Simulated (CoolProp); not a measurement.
The fluid at 566.15 K and 0.218 MPa is compressed adiabatically to 1.17 MPa with isentropic efficiency 0.6. The same conditions are run with several fluids, on thermodynamics alone (safety and materials aside).

Computed with CoolProp (reference Helmholtz-energy equation of state of each fluid (dodecamethylpentasiloxane (MD3M): Thol 2019; oxygen: Schmidt 1985; n-octane: Beckmüller 2019)).

```csv
fluid,work (kJ/kg),final temperature (K),final phase,final density (kg/m³)
dodecamethylpentasiloxane (MD3M),16.4,610.7,liquid,484
oxygen,515,1055.1,gas,4.26
n-octane,109,611.3,gas,30.6
```

Above 300 K oxygen's equation is extrapolated.
